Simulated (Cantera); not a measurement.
Cantera run, input and output.

```python
import numpy as np
import cantera as ct

gas = ct.Solution("gri30.yaml")
gas.TPX = 1100, 450000, {'CO': 0.021, 'O2': 0.091, 'H2O': 0.002, 'N2': 1}
reactor = ct.IdealGasConstPressureReactor(gas, energy="off", clone=False)
net = ct.ReactorNet([reactor])
net.rtol, net.atol = 1e-08, 1e-18
show = ['CO', 'O2', 'H2O', 'H2', 'CO2']
times = np.geomspace(0.0001, 30, 11)

steps = ct.SolutionArray(gas, extra=["t"])
rows = []
print(f"{'t/s':>10s}{'T/K':>9s}{'P/Pa':>11s}" + "".join(f"{s:>11s}" for s in show))
for t in times:
    while net.time < t:
        t_next = net.step()
        steps.append(gas.state, t=t_next)
    rows.append([np.interp(t, steps.t, y) for y in (steps.T, steps.P, *steps(*show).X.T)])
    print(f"{t:10.3e}{rows[-1][0]:9.1f}{rows[-1][1]:11.4g}" + "".join(f"{x:11.3e}" for x in rows[-1][2:]))
rate = np.gradient(steps.T, steps.t)
print("integrator steps:", len(steps.t))
if steps.T.max() > steps.T[0] + 200:
    print(f"time of steepest temperature rise: {steps.t[rate.argmax()]:.4e} s")
gas.TPX = 1100, 450000, {'CO': 0.021, 'O2': 0.091, 'H2O': 0.002, 'N2': 1}
gas.equilibrate("TP")
print(f"equilibrium (TP): T = {gas.T:.1f} K  " + "  ".join(f"{s} {gas[s].X[0]:.3e}" for s in show))
```

Output:

```
       t/s      T/K       P/Pa         CO         O2        H2O         H2        CO2
 1.000e-04   1100.0    4.5e+05  1.885e-02  8.169e-02  1.795e-03  2.637e-13  7.517e-09
 3.529e-04   1100.0    4.5e+05  1.885e-02  8.169e-02  1.795e-03  3.525e-12  3.823e-08
 1.246e-03   1100.0    4.5e+05  1.885e-02  8.169e-02  1.795e-03  4.735e-11  2.601e-07
 4.397e-03   1100.0    4.5e+05  1.885e-02  8.169e-02  1.795e-03  1.127e-09  3.438e-06
 1.552e-02   1100.0    4.5e+05  1.865e-02  8.159e-02  1.793e-03  3.669e-07  1.999e-04
 5.477e-02   1100.0    4.5e+05  1.681e-02  8.074e-02  1.791e-03  3.725e-06  2.059e-03
 1.933e-01   1100.0    4.5e+05  1.153e-02  7.829e-02  1.796e-03  3.833e-06  7.390e-03
 6.823e-01   1100.0    4.5e+05  3.686e-03  7.466e-02  1.806e-03  1.162e-06  1.531e-02
 2.408e+00   1100.0    4.5e+05  2.785e-04  7.308e-02  1.812e-03  5.813e-08  1.875e-02
 8.500e+00   1100.0    4.5e+05  2.608e-06  7.295e-02  1.812e-03  4.139e-10  1.903e-02
 3.000e+01   1100.0    4.5e+05  4.811e-11  7.295e-02  1.812e-03  4.443e-12  1.903e-02
integrator steps: 1504
equilibrium (TP): T = 1100.0 K  CO 4.466e-11  O2 7.292e-02  H2O 1.812e-03  H2 4.197e-12  CO2 1.903e-02
```

Cantera simulation using GRI-Mech 3.0 (53 species, 325 reactions); the numbers are that mechanism's predictions, not measurements.
